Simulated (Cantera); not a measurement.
## Equilibrium for oxide etching and cleaning by halides: Fe2O3 + HCl + O2

Charge: 1 mol Fe2O3, 26 mol HCl, 0.55 mol O2, at 0.170 bar.

Method: chemical equilibrium by Gibbs-energy minimisation in Cantera with the NASA 1993 tables (ideal gas, pure condensed phases). Candidate condensed phases: Fe, FeCl2, FeCl3, FeO, Fe(OH)2, Fe(OH)3, Fe2O3, Fe3O4, H2O; 22 gas species. Condensed phases not in the tables: FeOCl. Equilibrium is a limit: real reactors are often held back by kinetics, nucleation or transport.

| T (K) | x HCl | x H2O | x FeCl2 | x Cl | x Cl2 | x O2 | x FeCl3 | x OH | n Fe2O3(s) |
|---|---|---|---|---|---|---|---|---|---|
| 873 | 0.899 | 0.0523 | 3.81e-5 | 2.21e-5 | 0.0424 | 4.90e-5 | 0.00629 | 9.33e-10 | 0.914 |
| 973 | 0.886 | 0.0596 | 0.000332 | 0.000127 | 0.0419 | 0.000351 | 0.0114 | 1.63e-8 | 0.847 |
| 1073 | 0.871 | 0.0677 | 0.00183 | 0.000521 | 0.0398 | 0.00170 | 0.0171 | 1.67e-7 | 0.755 |
| 1173 | 0.852 | 0.0762 | 0.00737 | 0.00159 | 0.0344 | 0.00548 | 0.0224 | 1.12e-6 | 0.615 |
| 1273 | 0.822 | 0.0877 | 0.0226 | 0.00381 | 0.0262 | 0.0127 | 0.0246 | 5.51e-6 | 0.384 |
| 1373 | 0.772 | 0.106 | 0.0522 | 0.00733 | 0.0173 | 0.0234 | 0.0216 | 2.16e-5 | 0.0226 |
| 1473 | 0.771 | 0.101 | 0.0629 | 0.0136 | 0.0134 | 0.0262 | 0.0119 | 5.73e-5 | 0 |
| 1573 | 0.768 | 0.0987 | 0.0679 | 0.0227 | 0.0100 | 0.0267 | 0.00629 | 0.000132 | 0 |
| 1673 | 0.759 | 0.0997 | 0.0704 | 0.0343 | 0.00723 | 0.0256 | 0.00334 | 0.000277 | 0 |
| 1773 | 0.747 | 0.103 | 0.0715 | 0.0479 | 0.00507 | 0.0234 | 0.00182 | 0.000533 | 0 |
| 1873 | 0.731 | 0.108 | 0.0719 | 0.0629 | 0.00348 | 0.0203 | 0.00102 | 0.000950 | 0 |
x: gas mole fraction; n: condensed amount in mol.

From 873 K to 1373 K the condensed part is Fe2O3(s). From 1473 K to 1873 K nothing is condensed. The main Fe-bearing gas is FeCl3 at 873 K and FeCl2 at 1873 K.
